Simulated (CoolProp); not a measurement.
Dimethyl ether at several states: density (kg/m³) from the reference equation and from simpler models built on Tc = 400.4 K, pc = 53.37 bar, ω = 0.196; each cubic takes its own stable root.

Values from CoolProp's reference Helmholtz-energy equation of state, Wu 2011.

| T (K) | p (bar) | phase | reference | Redlich-Kwong | Peng-Robinson |
|---|---|---|---|---|---|
| 341.2 | 0.714 | gas | 1.169 | 1.168 | 1.169 |
| 452.8 | 66 | supercritical | … | … | … |
| 276.9 | 149 | liquid | … | 647.7 | … |
| 426.9 | 2.44 | gas | 3.210 | 3.209 | 3.213 |

Question: Complete the blanks.

Answer: 
- 452.8, reference: 123.2
- 452.8, Redlich-Kwong: 124.7
- 452.8, Peng-Robinson: 124.4
- 276.9, reference: 714.7
- 276.9, Peng-Robinson: 743.7
